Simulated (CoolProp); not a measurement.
Carbon dioxide at 298.15 K and 1.24 MPa flows at 0.11 m/s in a round tube of 1 mm bore and 15 µm roughness, fully developed (64/Re and Nu = 3.66 if laminar; Colebrook and Gnielinski if turbulent). Each further row changes one setting.

Model: reference Helmholtz-energy equation of state, Span 1996, in CoolProp.

```tsv
case	Reynolds number	Darcy friction factor	pressure drop (Pa/m)	heat-transfer coefficient (W/(m² K))	mass flow (kg/h)
as stated	?	?	53.0	63.6	?
velocity 0.22 m/s	344	0.186	?	63.6	?
diameter 2 mm	344	0.186	?	?	?
```

### Question
Complete the blanks.

### Answer

- as stated, Reynolds number: 172
- as stated, Darcy friction factor: 0.372
- as stated, mass flow (kg/h): 0.00732
- velocity 0.22 m/s, pressure drop (Pa/m): 106
- velocity 0.22 m/s, mass flow (kg/h): 0.0146
- diameter 2 mm, pressure drop (Pa/m): 13.2
- diameter 2 mm, heat-transfer coefficient (W/(m² K)): 31.8
- diameter 2 mm, mass flow (kg/h): 0.0293

Viscosity comes from a separate model (Laesecke 2017). Thermal conductivity comes from a separate model (Huber 2016).
